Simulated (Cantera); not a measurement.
**SiH2Cl2 + N2 (silicon nitride deposition)**

Input: 1 mol SiH2Cl2, 2.3 mol N2, equilibrated at 1.00 bar.

These are equilibrium values from Cantera (NASA tables, ideal gas, pure condensed phases), not measurements of a reactor. Candidate condensed phases: NH4Cl, Si, Si3N4; 28 gas species. N2 is the only nitrogen source here; it is nearly inert below about 1500 K, so the nitride shown seldom forms there in practice. The tables' values for SiCl3 are old estimates; treat these amounts as uncertain. The numbers say what is thermodynamically allowed, not how fast it happens.

```json
[
 {"T (K)": "1250", "x N2": "0.507", "x HCl": "0.281", "x H2": "0.140", "x SiCl4": "0.0690", "x SiCl3": "0.000736", "x SiCl2": "5.62e-5", "x SiHCl3": "0.00122", "x SiH2Cl2": "2.95e-6", "n Si3N4(s)": "0.249"},
 {"T (K)": "1275", "x N2": "0.507", "x HCl": "0.284", "x H2": "0.139", "x SiCl4": "0.0681", "x SiCl3": "0.000995", "x SiCl2": "9.45e-5", "x SiHCl3": "0.00135", "x SiH2Cl2": "3.70e-6", "n Si3N4(s)": "0.250"},
 {"T (K)": "1300", "x N2": "0.506", "x HCl": "0.285", "x H2": "0.138", "x SiCl4": "0.0672", "x SiCl3": "0.00133", "x SiCl2": "0.000156", "x SiHCl3": "0.00148", "x SiH2Cl2": "4.60e-6", "n Si3N4(s)": "0.250"},
 {"T (K)": "1325", "x N2": "0.506", "x HCl": "0.287", "x H2": "0.137", "x SiCl4": "0.0662", "x SiCl3": "0.00175", "x SiCl2": "0.000251", "x SiHCl3": "0.00162", "x SiH2Cl2": "5.66e-6", "n Si3N4(s)": "0.251"},
 {"T (K)": "1350", "x N2": "0.506", "x HCl": "0.289", "x H2": "0.136", "x SiCl4": "0.0652", "x SiCl3": "0.00228", "x SiCl2": "0.000398", "x SiHCl3": "0.00176", "x SiH2Cl2": "6.90e-6", "n Si3N4(s)": "0.251"},
 {"T (K)": "1375", "x N2": "0.505", "x HCl": "0.290", "x H2": "0.135", "x SiCl4": "0.0640", "x SiCl3": "0.00293", "x SiCl2": "0.000618", "x SiHCl3": "0.00190", "x SiH2Cl2": "8.35e-6", "n Si3N4(s)": "0.251"},
 {"T (K)": "1400", "x N2": "0.505", "x HCl": "0.291", "x H2": "0.134", "x SiCl4": "0.0628", "x SiCl3": "0.00374", "x SiCl2": "0.000944", "x SiHCl3": "0.00204", "x SiH2Cl2": "1.00e-5", "n Si3N4(s)": "0.251"},
 {"T (K)": "1425", "x N2": "0.505", "x HCl": "0.292", "x H2": "0.133", "x SiCl4": "0.0613", "x SiCl3": "0.00470", "x SiCl2": "0.00142", "x SiHCl3": "0.00219", "x SiH2Cl2": "1.19e-5", "n Si3N4(s)": "0.251"},
 {"T (K)": "1450", "x N2": "0.504", "x HCl": "0.293", "x H2": "0.133", "x SiCl4": "0.0597", "x SiCl3": "0.00585", "x SiCl2": "0.00209", "x SiHCl3": "0.00233", "x SiH2Cl2": "1.41e-5", "n Si3N4(s)": "0.250"},
 {"T (K)": "1475", "x N2": "0.504", "x HCl": "0.293", "x H2": "0.132", "x SiCl4": "0.0579", "x SiCl3": "0.00719", "x SiCl2": "0.00304", "x SiHCl3": "0.00247", "x SiH2Cl2": "1.65e-5", "n Si3N4(s)": "0.249"},
 {"T (K)": "1500", "x N2": "0.504", "x HCl": "0.293", "x H2": "0.132", "x SiCl4": "0.0558", "x SiCl3": "0.00873", "x SiCl2": "0.00434", "x SiHCl3": "0.00259", "x SiH2Cl2": "1.92e-5", "n Si3N4(s)": "0.248"},
 {"T (K)": "1525", "x N2": "0.504", "x HCl": "0.292", "x H2": "0.131", "x SiCl4": "0.0533", "x SiCl3": "0.0105", "x SiCl2": "0.00609", "x SiHCl3": "0.00270", "x SiH2Cl2": "2.21e-5", "n Si3N4(s)": "0.246"}
]
```
x: gas mole fraction; n: condensed amount in mol.

From 1250 K to 1525 K the condensed part is Si3N4(s). The main Si-bearing gas is SiCl4 throughout.
